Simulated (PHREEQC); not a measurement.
A solution holds 42 mmol/kgw NaOH, at 45 °C. Closed to the air; pH follows from the charge balance.

Computed with PHREEQC (Pitzer model, pitzer.dat).

```
Item                           Value
--------------------  --------------
pH                             11.93
ionic strength        0.0420 mol/kgw
specific conductance     13600 µS/cm
osmotic coefficient            0.945
total alkalinity         42.0 meq/kg
```

| species | molality | activity | log γ |
|---|---|---|---|
| OH- | 0.0420 | 0.0346 | -0.084 |
| Na+ | 0.0420 | 0.0347 | -0.083 |

No solid was allowed to form. Complexes and solids missing from the database can't appear. Constants without temperature data keep their 25 °C values here.
